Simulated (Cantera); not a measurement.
Charge: 1 mol B, 1.7 mol NH3, 1.5 mol H2.

Method: chemical equilibrium by Gibbs-energy minimisation in Cantera with the NASA 1993 tables (ideal gas, pure condensed phases). Candidate condensed phases: B, BN; 15 gas species. Mutual solubility and eutectic melting of coexisting phases are not modelled. Kinetics and transport are ignored.

**Question.** What condenses at these points (T in K, P in Pa): (1275, 100000); (1375, 100000); (1875, 37); (1875, 10); (1575, 10); (1975, 37)?

**Answer.** 
```tsv
T (K)	P in Pa	condensed phases	B condensed (%)
1275	100000	BN	100.0
1375	100000	BN	100.0
1875	37	BN	99.9
1875	10	B + BN	99.8
1575	10	BN	100.0
1975	37	B	99.7
```
